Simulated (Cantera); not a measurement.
Input: 1 mol Si, 0.028 mol N2O, 440 mol N2, at 1.33 mbar.

Method: chemical equilibrium by Gibbs-energy minimisation in Cantera with the NASA 1993 tables (ideal gas, pure condensed phases). Candidate condensed phases: Si, SiO2, Si2N2O, Si3N4; 16 gas species. Rates play no part.

Q: At 1625 K, list the 3 most abundant gas species with their mole fractions, and the condensed phases.

A: N2 1.000, SiO 6.37e-5, Si 5.99e-5. Condensed: Si3N4(s).
